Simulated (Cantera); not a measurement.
What does this Cantera script print?

```python
import numpy as np
import cantera as ct

gas_names = [...]  # 87 gases of nasa_gas.yaml made of C, H, Si
cond_names = """
    C(gr) C6H6(L) C7H8(L) C8H18(L),n-octa Si(cr) Si(L) SiC(b)
""".split()


# ... load() reads the species with a 1 bar reference pressure and builds the phases ...
atoms = {
    'SiH4': {'Si': 1, 'H': 4},
    'C3H8': {'C': 3, 'H': 8},
    'H2': {'H': 2},
}
top_T = {'C(gr)': 4500, 'SiC(b)': 3050}  # K; cautious upper limits of use, not melting points


# ... equilibrate(T, P, feed) seeds the gas with the atoms and calls Mixture.equilibrate('TP', solver="gibbs", rtol=1e-10, max_steps=50000) ...
results = []
T = 2150  # K
P = 68000  # Pa
for m in [64, 180, 290, 400, 510, 630, 740, 850, 970, 1100, 1200, 1300]:
    feed = {'SiH4': 1, 'C3H8': 0.023, 'H2': m}  # mol
    mix = equilibrate(T, P, feed)
    results.append((T, P, feed, dict(zip(mix.species_names, mix.species_moles))))
    x = sorted(zip(gas.X, gas.species_names), reverse=True)
    print(f"T = {T:g} K  P = {P:g} Pa  n(H2) = {m:g} mol  gas = {mix.phase_moles(0):.4g} mol")
    print("   x: " + "  ".join(f"{s} {v:.3e}" for v, s in x if v > 0.001))
    print("   condensed (mol): " + ("  ".join(f"{mix.phase(i).name} {mix.phase_moles(i):.4g}"
          for i in range(1, mix.n_phases) if mix.phase_moles(i) > 1e-12) or "none"))
```

Output:

```
T = 2150 K  P = 68000 Pa  n(H2) = 64 mol  gas = 66.29 mol
   x: H2 9.941e-01  H 5.099e-03
   condensed (mol): Si(L) 0.8864  SiC(b) 0.06441
T = 2150 K  P = 68000 Pa  n(H2) = 180 mol  gas = 182.6 mol
   x: H2 9.941e-01  H 5.099e-03
   condensed (mol): Si(L) 0.8081  SiC(b) 0.05637
T = 2150 K  P = 68000 Pa  n(H2) = 290 mol  gas = 293 mol
   x: H2 9.941e-01  H 5.099e-03
   condensed (mol): Si(L) 0.7338  SiC(b) 0.04874
T = 2150 K  P = 68000 Pa  n(H2) = 400 mol  gas = 403.3 mol
   x: H2 9.941e-01  H 5.099e-03
   condensed (mol): Si(L) 0.6595  SiC(b) 0.04111
T = 2150 K  P = 68000 Pa  n(H2) = 510 mol  gas = 513.6 mol
   x: H2 9.941e-01  H 5.099e-03
   condensed (mol): Si(L) 0.5852  SiC(b) 0.03347
T = 2150 K  P = 68000 Pa  n(H2) = 630 mol  gas = 634 mol
   x: H2 9.941e-01  H 5.099e-03
   condensed (mol): Si(L) 0.5042  SiC(b) 0.02515
T = 2150 K  P = 68000 Pa  n(H2) = 740 mol  gas = 744.3 mol
   x: H2 9.941e-01  H 5.099e-03
   condensed (mol): Si(L) 0.4299  SiC(b) 0.01752
T = 2150 K  P = 68000 Pa  n(H2) = 850 mol  gas = 854.6 mol
   x: H2 9.941e-01  H 5.099e-03
   condensed (mol): Si(L) 0.3557  SiC(b) 0.009887
T = 2150 K  P = 68000 Pa  n(H2) = 970 mol  gas = 975 mol
   x: H2 9.941e-01  H 5.099e-03
   condensed (mol): Si(L) 0.2747  SiC(b) 0.001562
T = 2150 K  P = 68000 Pa  n(H2) = 1100 mol  gas = 1105 mol
   x: H2 9.941e-01  H 5.099e-03
   condensed (mol): Si(L) 0.1819
T = 2150 K  P = 68000 Pa  n(H2) = 1200 mol  gas = 1206 mol
   x: H2 9.942e-01  H 5.099e-03
   condensed (mol): Si(L) 0.1098
T = 2150 K  P = 68000 Pa  n(H2) = 1300 mol  gas = 1306 mol
   x: H2 9.942e-01  H 5.100e-03
   condensed (mol): Si(L) 0.03777
```

These are equilibrium values from Cantera (NASA tables, ideal gas, pure condensed phases), not measurements of a reactor. Mutual solubility and eutectic melting of coexisting phases are not modelled. Gases not in the tables: Si2H6 and higher silanes.
